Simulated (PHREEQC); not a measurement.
Consider water at 20 °C with 0.64 mol HCl, 0.027 mol BaCl2 and 0.00013 mol H4SiO4 per kg of water. Closed to the air; pH follows from the charge balance.

The numbers come from PHREEQC with the Pitzer model, pitzer.dat.

Task: The ionic strength comes out as 0.721 mol/kgw. What activity coefficients do Ba+2, Cl-, H+ get?

Result: Ba+2 0.26, Cl- 0.62, H+ 0.96. Single-ion values are on the MacInnes scale.

This is a speciation only: nothing precipitates in the calculation.
